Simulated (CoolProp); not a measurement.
Vapour-liquid equilibrium of nitrogen (1) + carbon monoxide (2) at 240 kPa; x and y are mole fractions of (1).

The numbers come from the multi-fluid Helmholtz-energy mixture model, Span 2000 and Lemmon 2006; pair parameters Gernert 2013 in CoolProp.

Task: Give the bubble temperature and the first vapour's composition at x = 0.05, 0.55, 0.75. Is there an azeotrope?

Result: x = 0.05: -183.4 °C, y = 0.075; x = 0.55: -186.1 °C, y = 0.646; x = 0.75: -186.9 °C, y = 0.811. No azeotrope shows between x = 0.05 and 0.95.

The pair parameters rest on a limited set of measurements; away from them the model extrapolates.
